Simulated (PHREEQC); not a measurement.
A solution holds 0.0052 mol NH4HS, 0.001 mol NaHCO3 and 0.00079 mol FeCl2 per kg of water, at 25 °C. Closed to the air; pH follows from the charge balance.

Equilibrium calculation in PHREEQC: ion-association model, phreeqc.dat.

Each row changes one thing in this solution. Precipitation was switched off in this run.

```tsv
case	pH	ionic strength (mol/kgw)	NH4+ (mol/kgw)	HS- (mol/kgw)	Fe(HS)2 (mol/kgw)	NH3 (mol/kgw)	SI of Siderite (FeCO3)
as made	8.01	0.00594	0.00494	0.00317	0.000587	0.000263	-1.59
NH4HS from 0.0052 to 0.00572 mol/kgw	8.02	0.00643	0.00543	0.00364	0.000566	0.000293	-1.71
temperature from 25 to 10 °C	8.36	0.00602	0.00501	0.00322	0.000585	0.000194	-1.51
diluted 2-fold with water	8.01	0.00297	0.00246	0.00162	0.000336	0.000136	-1.56
diluted 10-fold with water	8.01	0.000595	0.000492	0.000334	7.53e-5	2.80e-5	-1.55
NaHCO3 from 0.001 to 0.0002 mol/kgw	8.00	0.00514	0.00494	0.00316	0.000588	0.000258	-2.30
```

Some of these states are supersaturated (in Mackinawite, FeS(ppt), for instance). Constants without temperature data keep their 25 °C values here.
